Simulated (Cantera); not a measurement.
Feed: 1 mol B, 17 mol N2, 0.3 mol H2, 0.072 mol O2, at 1675 K and 10.0 Torr.

Method: chemical equilibrium by Gibbs-energy minimisation in Cantera with the NASA 1993 tables (ideal gas, pure condensed phases). Candidate condensed phases: B, BN, B2O3, B3O3H3, H2O; 39 gas species. Kinetics and transport are ignored.

Base state: N2 0.979, H2 0.0167, B2O3 0.00164, HBO 0.00131, HBO2 0.000535, B2O2 0.000497, BO 0.000209, H 0.000130 (mole fractions); condensed: BN(s).

What changes in the equilibrium state with this change: temperature from 1675 K to 2023.15 K?


```json
[
 {"species": "N2", "before": "0.979", "after": "0.975"},
 {"species": "H2", "before": "0.0167", "after": "0.0155"},
 {"species": "BO", "before": "0.000209", "after": "0.00429"},
 {"species": "H", "before": "0.000130", "after": "0.00205"},
 {"species": "B2O3", "before": "0.00164", "after": "2.95e-5"},
 {"species": "HBO2", "before": "0.000535", "after": "1.11e-5"},
 {"species": "B2O2", "before": "0.000497", "after": "0.000888"},
 {"species": "HBO", "before": "0.00131", "after": "0.00228"},
 {"species": "BN(s), mol", "before": "0.893", "after": "0.857"}
]
```
